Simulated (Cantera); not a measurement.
## Thermodynamics of iron carbonyl, mercury and lead vapours, feed Fe(CO)₅ + CO + N₂

A closed system holds: 1 mol Fe(CO)₅, 6.3 mol CO, 0.79 mol N₂, held at 10000 Pa.

These are equilibrium values from Cantera (NASA tables, ideal gas, pure condensed phases), not measurements of a reactor. Candidate condensed phases: C, Fe, Fe(CO)₅, FeO, Fe₂O₃, Fe₃O₄; 27 gas species. Iron dissolves carbon and melts from about 1420 K in contact with it, which pure phases cannot show. Condensed phases not in the tables: cementite and carbon dissolved in iron. Equilibrium is a limit: real reactors are often held back by kinetics, nucleation or transport.

From 1027 °C to 1152 °C the condensed part is C(graphite) + Fe(γ). From 1177 °C to 1227 °C the condensed part is Fe(γ). The main Fe-bearing gas is Fe throughout.

| T (°C) | log p CO | log p N₂ | log p CO₂ | log p Fe | n C(graphite) | n Fe(γ) |
|---|---|---|---|---|---|---|
| 1027 | -1.03 | -2.18 | -4.35 | -8.96 | 0.00545 | 1.00 |
| 1052 | -1.03 | -2.18 | -4.47 | -8.66 | 0.00407 | 1.00 |
| 1077 | -1.03 | -2.18 | -4.59 | -8.37 | 0.00308 | 1.000 |
| 1102 | -1.03 | -2.18 | -4.71 | -8.09 | 0.00235 | 1.000 |
| 1127 | -1.03 | -2.18 | -4.82 | -7.81 | 0.00181 | 1.000 |
| 1152 | -1.03 | -2.18 | -4.93 | -7.55 | 0.00141 | 1.000 |
| 1177 | -1.03 | -2.18 | -5.04 | -7.30 | 0 | 1.000 |
| 1202 | -1.03 | -2.18 | -5.14 | -7.06 | 0 | 1.000 |
| 1227 | -1.03 | -2.18 | -5.24 | -6.82 | 0 | 1.000 |
log p: log10 of the partial pressure in bar; n: condensed amount in mol.
